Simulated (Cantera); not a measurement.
What does this Cantera script print?

```python
import numpy as np
import cantera as ct

gas_names = """
    H HNO HNO2 HNO3 HO2 H2 H2O H2O2 N NH NH2 NH3 NH2OH NO NO2 NO3 N2 N2H2 N2H4 N2O O OH O2 O3 Si SiH
    SiH2 SiH3 SiH4 SiN SiO SiO2 Si2 Si2N Si3
""".split()
cond_names = """
    H2O(s) H2O(L) Si(cr) Si(L) SiO2(Lqz) SiO2(hqz) SiO2(L) Si2N2O(s) Si3N4(a)
""".split()


# ... load() reads the species with a 1 bar reference pressure and builds the phases ...
atoms = {
    'Si3N4': {'Si': 3, 'N': 4},
    'O2': {'O': 2},
    'H2': {'H': 2},
}
top_T = {'Si2N2O(s)': 2100, 'Si3N4(a)': 2400}  # K; cautious upper limits of use, not melting points


# ... equilibrate(T, P, feed) seeds the gas with the atoms and calls Mixture.equilibrate('TP', solver="gibbs", rtol=1e-10, max_steps=50000) ...
results = []
feed = {'Si3N4': 1, 'O2': 0.013, 'H2': 2.7}  # mol
for P in [0.1, 1, 10, 100, 1000, 10000, 100000, 1000000]:
    for T in [1325, 1375, 1425, 1475, 1525, 1575, 1625, 1675, 1725, 1775]:
        mix = equilibrate(T, P, feed)
        results.append((T, P, feed, dict(zip(mix.species_names, mix.species_moles))))

for T, P, feed, n in results:
    print(f"{T:7g} {P:10.4g}  " + (" + ".join(c for c in cond_names if n.get(c, 0) > 1e-12) or "gas only"))
```

It prints:

```
   1325        0.1  Si(cr)
   1375        0.1  Si(cr)
   1425        0.1  Si(cr)
   1475        0.1  Si(cr)
   1525        0.1  Si(cr)
   1575        0.1  Si(cr)
   1625        0.1  Si(cr)
   1675        0.1  gas only
   1725        0.1  gas only
   1775        0.1  gas only
   1325          1  Si(cr) + Si2N2O(s) + Si3N4(a)
   1375          1  Si(cr) + Si2N2O(s) + Si3N4(a)
   1425          1  Si(cr)
   1475          1  Si(cr)
   1525          1  Si(cr)
   1575          1  Si(cr)
   1625          1  Si(cr)
   1675          1  Si(cr)
   1725          1  Si(L)
   1775          1  Si(L)
   1325         10  Si(cr) + Si2N2O(s) + Si3N4(a)
   1375         10  Si(cr) + Si2N2O(s) + Si3N4(a)
   1425         10  Si(cr) + Si2N2O(s) + Si3N4(a)
   1475         10  Si(cr) + Si2N2O(s) + Si3N4(a)
   1525         10  Si(cr)
   1575         10  Si(cr)
   1625         10  Si(cr)
   1675         10  Si(cr)
   1725         10  Si(L)
   1775         10  Si(L)
   1325        100  Si2N2O(s) + Si3N4(a)
   1375        100  Si(cr) + Si2N2O(s) + Si3N4(a)
   1425        100  Si(cr) + Si2N2O(s) + Si3N4(a)
   1475        100  Si(cr) + Si2N2O(s) + Si3N4(a)
   1525        100  Si(cr) + Si2N2O(s) + Si3N4(a)
   1575        100  Si(cr) + Si2N2O(s) + Si3N4(a)
   1625        100  Si(cr)
   1675        100  Si(cr)
   1725        100  Si(L)
   1775        100  Si(L)
   1325       1000  Si2N2O(s) + Si3N4(a)
   1375       1000  Si2N2O(s) + Si3N4(a)
   1425       1000  Si2N2O(s) + Si3N4(a)
   1475       1000  Si2N2O(s) + Si3N4(a)
   1525       1000  Si(cr) + Si2N2O(s) + Si3N4(a)
   1575       1000  Si(cr) + Si2N2O(s) + Si3N4(a)
   1625       1000  Si(cr) + Si2N2O(s) + Si3N4(a)
   1675       1000  Si(cr) + Si2N2O(s) + Si3N4(a)
   1725       1000  Si(L) + Si3N4(a)
   1775       1000  Si(L)
   1325      1e+04  Si2N2O(s) + Si3N4(a)
   1375      1e+04  Si2N2O(s) + Si3N4(a)
   1425      1e+04  Si2N2O(s) + Si3N4(a)
   1475      1e+04  Si2N2O(s) + Si3N4(a)
   1525      1e+04  Si2N2O(s) + Si3N4(a)
   1575      1e+04  Si2N2O(s) + Si3N4(a)
   1625      1e+04  Si(cr) + Si2N2O(s) + Si3N4(a)
   1675      1e+04  Si(cr) + Si2N2O(s) + Si3N4(a)
   1725      1e+04  Si(L) + Si2N2O(s) + Si3N4(a)
   1775      1e+04  Si(L) + Si2N2O(s) + Si3N4(a)
   1325      1e+05  Si2N2O(s) + Si3N4(a)
   1375      1e+05  Si2N2O(s) + Si3N4(a)
   1425      1e+05  Si2N2O(s) + Si3N4(a)
   1475      1e+05  Si2N2O(s) + Si3N4(a)
   1525      1e+05  Si2N2O(s) + Si3N4(a)
   1575      1e+05  Si2N2O(s) + Si3N4(a)
   1625      1e+05  Si2N2O(s) + Si3N4(a)
   1675      1e+05  Si2N2O(s) + Si3N4(a)
   1725      1e+05  Si2N2O(s) + Si3N4(a)
   1775      1e+05  Si(L) + Si2N2O(s) + Si3N4(a)
   1325      1e+06  Si2N2O(s) + Si3N4(a)
   1375      1e+06  Si2N2O(s) + Si3N4(a)
   1425      1e+06  Si2N2O(s) + Si3N4(a)
   1475      1e+06  Si2N2O(s) + Si3N4(a)
   1525      1e+06  Si2N2O(s) + Si3N4(a)
   1575      1e+06  Si2N2O(s) + Si3N4(a)
   1625      1e+06  Si2N2O(s) + Si3N4(a)
   1675      1e+06  Si2N2O(s) + Si3N4(a)
   1725      1e+06  Si2N2O(s) + Si3N4(a)
   1775      1e+06  Si2N2O(s) + Si3N4(a)
```

Cantera equilibrium calculation (NASA polynomials, part measured and part estimated; ideal gas, pure solids and liquids). Mutual solubility and eutectic melting of coexisting phases are not modelled.
